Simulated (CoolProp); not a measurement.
Saturated liquid density (kg/m³) of toluene: the reference equation beside estimates from Tc = 591.7 K, pc = 4.126 MPa, ω = 0.266.

Computed with CoolProp (reference Helmholtz-energy equation of state, Lemmon 2006). It is a short technical equation, of lower accuracy than the large ones.

| T (K) | reference | van der Waals | Soave-Redlich-Kwong | Peng-Robinson |
|---|---|---|---|---|
| 266.7 | … | … | 787.7 | 884.7 |
| 282.4 | 876.8 | 513.0 | 777.8 | 874.3 |
| 298.1 | 862.2 | 505.5 | … | 863.2 |
| 313.8 | 847.5 | 497.9 | … | 851.4 |
| 329.5 | … | 489.9 | 744.4 | 838.9 |
| 345.2 | 817.5 | 481.7 | 731.9 | 825.6 |
| 360.9 | 802.2 | 473.1 | 718.7 | 811.3 |
| 376.6 | 786.4 | 464.2 | 704.5 | 796.1 |
| 392.3 | 770.3 | 454.8 | 689.5 | 779.7 |
| 408 | 753.6 | 445.1 | 673.3 | … |
| 423.7 | 736.4 | 434.8 | 656.1 | 743.2 |

Question: Fill in the missing entries.

Answer: 
- 266.7, reference: 891.3
- 266.7, van der Waals: 520.1
- 298.1, Soave-Redlich-Kwong: 767.3
- 313.8, Soave-Redlich-Kwong: 756.2
- 329.5, reference: 832.6
- 408, Peng-Robinson: 762.1

Absolute difference from the reference over all 11 rows, mean and median: van der Waals 41.2 and 41.1 %, Soave-Redlich-Kwong 10.8 and 10.7 %, Peng-Robinson 0.8 and 0.9 %.
